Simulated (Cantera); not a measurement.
Input: 1 mol CF4, 0.073 mol H2, 0.027 mol HCl, equilibrated at 1675 K and 750 Torr.

These are equilibrium values from Cantera (NASA tables, ideal gas, pure condensed phases), not measurements of a reactor. Candidate condensed phases: C, C6H6, C7H8, C8H18; 118 gas species. Gases not in the tables: C2F6 and larger saturated fluorocarbons. The numbers say what is thermodynamically allowed, not how fast it happens.

Base state: CF4 0.832, HF 0.146, Cl 0.00817, CClF3 0.00574, HCl 0.00487, Cl2 0.00236, CF2 0.000402, CF3 0.000182 (mole fractions); condensed: C(graphite).

**Question.** What changes in the equilibrium state with this change: 0.061 mol CH4 added?

**Answer.** 
| species | before | after |
|---|---|---|
| CF4 | 0.832 | 0.674 |
| HF | 0.146 | 0.306 |
| HCl | 0.00487 | 0.00799 |
| CCl2F2 | 3.00e-5 | 1.49e-5 |
| CHF3 | 8.46e-6 | 1.60e-5 |
| Cl2 | 0.00236 | 0.00130 |
| CClF3 | 0.00574 | 0.00364 |
| C(graphite), mol | 0.0399 | 0.161 |
